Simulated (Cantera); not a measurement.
An isothermal, constant-pressure homogeneous reactor starts with H2 : O2 = 0.087 : 1 (molar parts), equivalence ratio 0.043, at 1423 K and 0.00140 bar.

Cantera simulation using GRI-Mech 3.0 (53 species, 325 reactions); the numbers are that mechanism's predictions, not measurements. Radical loss at walls, strong at low pressure, is not modelled. The temperature is held fixed by assumption; the heat of reaction is taken as removed at once.

Question: Predict: x(H2) at 10.0 s; x(O2) at 10.0 s; x(H2O2) at 10.0 s; x(O) at 10.0 s; x(H) at 10.0 s; x(OH) at 10.0 s; x(HO2) at 10.0 s.

Answer: 
```
Property                                             Result
-----------------  ----------------------------------------
x(H2) at 10.0 s    0.000445 (gas-phase equilibrium 1.50e-6)
x(O2) at 10.0 s         0.904 (gas-phase equilibrium 0.916)
x(H2O2) at 10.0 s  5.66e-9 (gas-phase equilibrium 3.87e-10)
x(O) at 10.0 s       0.0107 (gas-phase equilibrium 3.47e-5)
x(H) at 10.0 s      0.00117 (gas-phase equilibrium 2.19e-7)
x(OH) at 10.0 s    0.00452 (gas-phase equilibrium 0.000264)
x(HO2) at 10.0 s    1.70e-7 (gas-phase equilibrium 5.80e-8)
```
